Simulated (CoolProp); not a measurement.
A single-stage vapour-compression cycle with propyne: evaporating at 319.15 K (dew point), condensing at 380.15 K (bubble point), superheat 2 K, subcooling 2 K, compressor efficiency 0.7, no pressure losses. Each further row changes one setting.

The numbers come from the reference Helmholtz-energy equation of state, Polt 1992 in CoolProp. This equation is an older, rougher fit; its heat capacities, sound speeds and derivatives of the liquid may be far off and weren't checked against measurements.

| case | cooling COP | pressure ratio | discharge temperature (K) | refrigerating effect (kJ/kg) | volumetric capacity (kJ/m³) |
|---|---|---|---|---|---|
| as stated | 2.37 | 3.71 | 408.5 | 254 | 4650 |
| evaporating temperature 324.15 K | 2.69 | 3.27 | 405.9 | 258 | 5350 |
| condensing temperature 375.15 K | 2.75 | 3.38 | 401.9 | 273 | 4990 |
| subcooling 7 K | 2.56 | 3.71 | 408.5 | 274 | 5020 |
| superheat 12 K | 2.41 | 3.71 | 418.8 | 274 | 4750 |
| compressor efficiency 0.6 | 2.04 | 3.71 | 415.2 | 254 | 4650 |
